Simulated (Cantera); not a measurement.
What does this Cantera script print?

```python
import numpy as np
import cantera as ct

gas = ct.Solution("gri30.yaml")
gas.TPX = 1425, 170000, {'CO': 0.0047, 'O2': 0.047, 'H2O': 0.0011, 'N2': 1}
inlet = ct.Reservoir(gas, clone=True)

reactor = ct.IdealGasConstPressureReactor(gas, energy="off", clone=False)
exhaust = ct.Reservoir(gas, clone=True)
tau = [7.9, 2.9, 1, 0.38, 0.14, 0.05, 0.018, 0.0065, 0.0024, 0.00086][0]
for a, b in ((inlet, reactor), (reactor, exhaust)):
    ct.MassFlowController(a, b, mdot=lambda t: reactor.mass / tau)
net = ct.ReactorNet([reactor])
show = ['CO', 'O2', 'H2O', 'NO', 'H', 'O', 'CO2']

rows = []
print(f"{'tau/s':>10s}{'T/K':>9s}" + "".join(f"{s:>11s}" for s in show))
for tau in [7.9, 2.9, 1, 0.38, 0.14, 0.05, 0.018, 0.0065, 0.0024, 0.00086]:
    net.initial_time = 0.0
    net.advance(30 * tau)
    before = gas.X
    net.advance(40 * tau)
    drift = np.max(np.abs(gas.X - before) / (gas.X + 1e-9))
    rows.append([gas.T, *gas[show].X, drift])
    print(f"{tau:10.3e}{gas.T:9.1f}" + "".join(f"{x:11.3e}" for x in gas[show].X))
```

Output:

```
     tau/s      T/K         CO         O2        H2O         NO          H          O        CO2
 7.900e+00   1425.0  1.374e-05  4.251e-02  1.043e-03  2.757e-06  1.402e-08  3.027e-06  4.460e-03
 2.900e+00   1425.0  2.793e-05  4.251e-02  1.041e-03  3.016e-06  3.434e-08  5.531e-06  4.446e-03
 1.000e+00   1425.0  5.891e-05  4.252e-02  1.039e-03  3.218e-06  9.062e-08  1.066e-05  4.415e-03
 3.800e-01   1425.0  1.151e-04  4.254e-02  1.036e-03  3.156e-06  2.210e-07  1.952e-05  4.359e-03
 1.400e-01   1425.0  2.268e-04  4.259e-02  1.032e-03  2.731e-06  5.537e-07  3.650e-05  4.247e-03
 5.000e-02   1425.0  4.469e-04  4.267e-02  1.027e-03  2.012e-06  1.398e-06  6.866e-05  4.026e-03
 1.800e-02   1425.0  8.461e-04  4.283e-02  1.019e-03  1.264e-06  3.311e-06  1.238e-04  3.626e-03
 6.500e-03   1425.0  1.509e-03  4.311e-02  1.009e-03  6.623e-07  6.936e-06  2.056e-04  2.961e-03
 2.400e-03   1425.0  2.430e-03  4.350e-02  1.001e-03  2.651e-07  1.135e-05  2.888e-04  2.038e-03
 8.600e-04   1425.0  3.478e-03  4.400e-02  1.002e-03  5.407e-08  1.158e-05  2.923e-04  9.876e-04
```

Model: GRI-Mech 3.0 (53 species, 325 reactions), integrated in Cantera.
